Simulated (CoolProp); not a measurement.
The fluid at 227.17 K and 0.0579 MPa is compressed adiabatically to 0.216 MPa with isentropic efficiency 0.75. The same conditions are run with several fluids, on thermodynamics alone (safety and materials aside).

Model: reference Helmholtz-energy equation of state of each fluid (R410A: Lemmon 2003; C2F6 (R116): Lemmon 2006; nitrogen: Span 2000; R404A: Lemmon 2003; ethane: Bücker 2006), in CoolProp. Blends and air are pseudo-pure fits.

```tsv
fluid	work (kJ/kg)	final temperature (K)	final density (kg/m³)
R410A	49.4	294.8	6.59
C2F6 (R116)	24.9	265.3	14.0
nitrogen	144	365.4	1.99
R404A	35.3	275.5	9.67
ethane	123	304.1	2.61
```
